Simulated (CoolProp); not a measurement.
Vapour-liquid equilibrium of cyclohexane (1) + n-heptane (2) at 0.907 MPa; x and y are mole fractions of (1).

Computed with CoolProp (multi-fluid Helmholtz-energy mixture model, Zhou 2014 and Span 2003; pair parameters Bell 2016).

```csv
x,bubble temperature (°C),y at the bubble point,dew temperature at overall composition x (°C),liquid density (mol/L)
0.05,194.4,0.063,194.7,5.106
0.125,192.9,[?],193.4,5.240
0.2,191.3,0.243,192.0,5.379
0.275,189.7,0.328,190.7,5.523
0.35,188.2,0.410,[?],5.673
0.425,186.7,0.489,187.9,5.828
0.5,185.2,0.564,186.5,5.989
0.575,183.8,0.637,185.0,[?]
0.65,182.4,[?],183.5,[?]
0.725,181.0,0.773,182.0,6.514
0.8,[?],0.838,180.5,6.704
0.875,178.4,0.900,[?],6.903
0.95,177.2,0.961,177.4,7.111
```

Q: Complete the blanks.

A: 
- 0.125, y at the bubble point: 0.154
- 0.35, dew temperature at overall composition x (°C): 189.3
- 0.575, liquid density (mol/L): 6.157
- 0.65, y at the bubble point: 0.706
- 0.65, liquid density (mol/L): 6.332
- 0.8, bubble temperature (°C): 179.7
- 0.875, dew temperature at overall composition x (°C): 178.9

No azeotrope shows between x = 0.05 and 0.95.

Pair parameters are fitted to limited data, so mixtures are less certain than the pure fluids.
